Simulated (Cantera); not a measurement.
**Adiabatic ignition**

An adiabatic, constant-pressure homogeneous reactor starts with 11.2 % H2, 18.7 % O2, 70.1 % N2, equivalence ratio 0.30, at 1573 K and 1.20 bar.

Cantera simulation using the H2/O2 subset of GRI-Mech 3.0, which has no nitrogen chemistry; the numbers are that mechanism's predictions, not measurements.

```csv
t (s),T (K),x H2,x O2,x H2O2,x O,x HO2,x OH
1.00e-6,1573,0.112,0.187,1.71e-9,1.52e-7,3.76e-7,1.44e-7
3.35e-6,1573,0.112,0.187,1.67e-8,4.69e-6,1.60e-6,4.41e-6
1.12e-5,1640,0.0236,0.136,1.99e-6,0.0243,4.80e-5,0.0132
3.76e-5,2004,0.00649,0.127,4.24e-7,0.0200,2.02e-5,0.0161
0.000126,2224,0.00235,0.132,1.89e-7,0.00683,7.57e-6,0.0124
0.000422,2303,0.000705,0.136,1.96e-7,0.00201,6.54e-6,0.00736
0.00141,2308,0.000616,0.136,2.08e-7,0.00176,6.72e-6,0.00692
0.00474,2308,0.000616,0.136,2.08e-7,0.00176,6.72e-6,0.00692
0.0159,2308,0.000616,0.136,2.08e-7,0.00176,6.72e-6,0.00692
0.0532,2308,0.000616,0.136,2.08e-7,0.00176,6.72e-6,0.00692
0.178,2308,0.000616,0.136,2.08e-7,0.00176,6.72e-6,0.00692
0.597,2308,0.000616,0.136,2.08e-7,0.00176,6.72e-6,0.00692
2.00,2308,0.000616,0.136,2.08e-7,0.00176,6.72e-6,0.00692
```
x: mole fraction; the columns are a selection and need not sum to one.

* **time of steepest temperature rise**: 11.1 µs
* **temperature at 2.00 s**: 2308 K
* **equilibrium temperature**: 2308 K
* **x(H2) at 2.00 s**: 0.000616 (gas-phase equilibrium 0.000616)
* **x(O2) at 2.00 s**: 0.136 (gas-phase equilibrium 0.136)
* **x(H2O2) at 2.00 s**: 2.08e-7 (gas-phase equilibrium 2.08e-7)
